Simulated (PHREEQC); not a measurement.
Dissolve 0.007 mol/kgw HCl, 0.0026 mol/kgw HNO3 and 0.00032 mol/kgw FeCl3 at 16 °C. It is in equilibrium with CO2 at log p = -2 (atm). Otherwise closed; pH follows from the charge balance.

Model: ion-association model, phreeqc.dat, run in PHREEQC.

```yaml
pH: 2.06
ionic_strength: 0.0113 mol/kgw
total_alkalinity: -10.2 meq/kg
```

```tsv
species	molality	activity	log γ
H+	0.00967	0.00880	-0.041
Cl-	0.00793	0.00712	-0.047
NO3-	0.00260	0.00233	-0.048
CO2	0.000441	0.000442	0.001
Fe+3	0.000229	9.87e-5	-0.366
FeOH+2	6.38e-5	4.19e-5	-0.182
FeCl+2	2.40e-5	1.58e-5	-0.182
Fe(OH)2+	1.23e-6	1.11e-6	-0.045
FeCl2+	7.49e-7	6.74e-7	-0.046
Fe2(OH)2+4	3.86e-7	6.94e-8	-0.746
```

This is a speciation only: nothing precipitates in the calculation. The solution is supersaturated, for example in Hematite (slow to form), Goethite (slow to form), so a real one may precipitate; this is no full list.
